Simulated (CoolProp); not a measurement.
Saturated liquid density (kg/m³) of R227EA: the reference equation beside estimates from Tc = 101.8 °C, pc = 2.925 MPa, ω = 0.358. Rackett uses Z = 0.29056 − 0.08775 ω.

Model: reference Helmholtz-energy equation of state, Lemmon 2016, in CoolProp.

```json
[
 {"T (°C)": "26.45", "reference": "1382", "Rackett": "1446", "van der Waals": "823.2", "Redlich-Kwong": "1164"},
 {"T (°C)": "30.75", "reference": "1363", "Rackett": "1425", "van der Waals": "811.7", "Redlich-Kwong": "1143"},
 {"T (°C)": "35.05", "reference": "1344", "Rackett": "1404", "van der Waals": "799.8", "Redlich-Kwong": "1121"},
 {"T (°C)": "39.35", "reference": "1324", "Rackett": "1382", "van der Waals": "787.4", "Redlich-Kwong": "1099"},
 {"T (°C)": "43.65", "reference": "1303", "Rackett": "1360", "van der Waals": "774.6", "Redlich-Kwong": "1076"},
 {"T (°C)": "47.95", "reference": "1282", "Rackett": "1337", "van der Waals": "761.4", "Redlich-Kwong": "1052"},
 {"T (°C)": "52.25", "reference": "1260", "Rackett": "1313", "van der Waals": "747.5", "Redlich-Kwong": "1027"},
 {"T (°C)": "56.55", "reference": "1236", "Rackett": "1287", "van der Waals": "733.0", "Redlich-Kwong": "1001"},
 {"T (°C)": "60.85", "reference": "1211", "Rackett": "1261", "van der Waals": "717.8", "Redlich-Kwong": "974.0"},
 {"T (°C)": "65.15", "reference": "1185", "Rackett": "1233", "van der Waals": "701.8", "Redlich-Kwong": "945.3"}
]
```

Absolute difference from the reference over all 10 rows, mean and median: Rackett 4.3 and 4.3 %, van der Waals 40.6 and 40.6 %, Redlich-Kwong 17.8 and 17.7 %.
